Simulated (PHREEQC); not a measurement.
0.021 g of hydrous ferric oxide (600 m²/g; 0.2 weak and 0.005 strong sites per Fe, Dzombak-Morel constants, diffuse double layer) in 1 kg of water with 0.05 mol/kgw of an inert sodium salt and 1.6e-07 mol/kgw BaCl2, at 25 °C; the pH is set by adding NaOH or the inert anion's acid. Oxygen is held at 0.21 atm. CO2 from the air is kept out. Precipitation was switched off in this run.

Base run: PHREEQC, ion-association model, wateq4f.dat. Each further column changes one thing. The table gives surface charge σ (C/m²).

```json
[
 {"pH": "3", "base": "0.357", "background salt from 0.05 to 0.005 mol/kgw": "0.302", "oxide from 0.021 to 0.11 g/kgw": "0.357", "9.2e-06 mol/kgw PbCl2 added": "0.357"},
 {"pH": "3.5", "base": "0.335", "background salt from 0.05 to 0.005 mol/kgw": "0.242", "oxide from 0.021 to 0.11 g/kgw": "0.335", "9.2e-06 mol/kgw PbCl2 added": "0.335"},
 {"pH": "4", "base": "0.294", "background salt from 0.05 to 0.005 mol/kgw": "___", "oxide from 0.021 to 0.11 g/kgw": "0.294", "9.2e-06 mol/kgw PbCl2 added": "0.294"},
 {"pH": "4.5", "base": "0.238", "background salt from 0.05 to 0.005 mol/kgw": "___", "oxide from 0.021 to 0.11 g/kgw": "0.238", "9.2e-06 mol/kgw PbCl2 added": "0.240"},
 {"pH": "5", "base": "0.181", "background salt from 0.05 to 0.005 mol/kgw": "___", "oxide from 0.021 to 0.11 g/kgw": "0.181", "9.2e-06 mol/kgw PbCl2 added": "0.183"},
 {"pH": "5.5", "base": "0.130", "background salt from 0.05 to 0.005 mol/kgw": "___", "oxide from 0.021 to 0.11 g/kgw": "0.130", "9.2e-06 mol/kgw PbCl2 added": "0.133"},
 {"pH": "6.5", "base": "0.058", "background salt from 0.05 to 0.005 mol/kgw": "0.023", "oxide from 0.021 to 0.11 g/kgw": "0.058", "9.2e-06 mol/kgw PbCl2 added": "0.072"},
 {"pH": "7", "base": "0.034", "background salt from 0.05 to 0.005 mol/kgw": "___", "oxide from 0.021 to 0.11 g/kgw": "0.034", "9.2e-06 mol/kgw PbCl2 added": "0.050"},
 {"pH": "7.5", "base": "0.017", "background salt from 0.05 to 0.005 mol/kgw": "___", "oxide from 0.021 to 0.11 g/kgw": "0.017", "9.2e-06 mol/kgw PbCl2 added": "0.030"},
 {"pH": "8", "base": "0.003", "background salt from 0.05 to 0.005 mol/kgw": "0.001", "oxide from 0.021 to 0.11 g/kgw": "0.003", "9.2e-06 mol/kgw PbCl2 added": "0.014"},
 {"pH": "8.5", "base": "-0.010", "background salt from 0.05 to 0.005 mol/kgw": "-0.004", "oxide from 0.021 to 0.11 g/kgw": "-0.010", "9.2e-06 mol/kgw PbCl2 added": "0.001"},
 {"pH": "9", "base": "-0.026", "background salt from 0.05 to 0.005 mol/kgw": "___", "oxide from 0.021 to 0.11 g/kgw": "-0.026", "9.2e-06 mol/kgw PbCl2 added": "-0.012"}
]
```

**Question.** Some entries are withheld; supply them.

**Answer.** 
- 4, background salt from 0.05 to 0.005 mol/kgw: 0.182
- 4.5, background salt from 0.05 to 0.005 mol/kgw: 0.131
- 5, background salt from 0.05 to 0.005 mol/kgw: 0.090
- 5.5, background salt from 0.05 to 0.005 mol/kgw: 0.059
- 7, background salt from 0.05 to 0.005 mol/kgw: 0.013
- 7.5, background salt from 0.05 to 0.005 mol/kgw: 0.006
- 9, background salt from 0.05 to 0.005 mol/kgw: -0.009

The oxide is taken as insoluble; below pH 4 it would dissolve.
